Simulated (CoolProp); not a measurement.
Vapour-liquid equilibrium of dimethyl ether (1) + chloromethane (R40) (2) at 1.27 MPa; x and y are mole fractions of (1).

Computed with CoolProp (multi-fluid Helmholtz-energy mixture model, Wu 2011 and Thol 2014; pair parameters Bell 2016).

| x | bubble temperature, mixture model (K) | bubble temperature, Raoult's law (K) | y, mixture model | y, Raoult's law |
|---|---|---|---|---|
| 0.05 | 328.5 | 328.2 | 0.045 | 0.051 |
| 0.2 | 329.3 | 328.1 | 0.188 | 0.203 |
| 0.35 | 329.7 | 328.0 | 0.343 | 0.354 |
| 0.5 | 329.8 | 327.9 | 0.502 | 0.504 |
| 0.65 | 329.5 | 327.8 | 0.662 | 0.654 |
| 0.8 | 328.9 | 327.6 | 0.815 | 0.803 |
| 0.95 | 327.9 | 327.5 | 0.956 | 0.951 |

The largest gap from Raoult's law is +1.9 K in bubble temperature, at x = 0.5. y crosses x between x = 0.35 and 0.5: the model has an azeotrope there.

The pair parameters rest on a limited set of measurements; away from them the model extrapolates.
